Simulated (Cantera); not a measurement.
Feed: 1 mol C₂H₂, 0.069 mol H₂O, a varied amount of H₂, held at 18000 Pa.

Method: chemical equilibrium by Gibbs-energy minimisation in Cantera with the NASA 1993 tables (ideal gas, pure condensed phases). Candidate condensed phases: C, C₆H₆, C₇H₈, C₈H₁₈, H₂O; 110 gas species. Kinetics and transport are ignored.

Stable condensed phases, one row left out:

```
T in K \ n(H₂) in mol
         0.38  0.7  1.3  2.5  4.6  8.5   16   30   56
   1300     A    A    A    A    A    A    A    A    A
   1250     A    A    A    A    A    A    A    A    A
   1200     A    A    A    A    A    A    A    A    A
   1150     A    A    A    A    A    A    A    A    A
   1100     A    A    A    A    A    A    A    A    A
   1050     A    A    A    A    A    A    A    A    A
   1000     A    A    A    A    A    A    A    A    A
    950     A    A    A    A    A    A    A    A    A
    850     A    A    A    A    A    A    A    B    B
```

A: C; B: gas only.

Task: Give the row for 900 K.

Result: 0.38: C; 0.7: C; 1.3: C; 2.5: C; 4.6: C; 8.5: C; 16: C; 30: C; 56: gas only.
